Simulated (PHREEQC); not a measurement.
Dissolve 14 mmol/kgw NH3 and 0.15 mmol/kgw H3BO3 at 20 °C. Closed to the air; pH follows from the charge balance.

Model: ion-association model, phreeqc.dat, run in PHREEQC.

No solid was allowed to form.

Question: Predict the pH.

Answer: pH 10.78.

Question: In which forms is B present?

Answer: H2BO3- 97 %, H3BO3 3.0 % of the B.
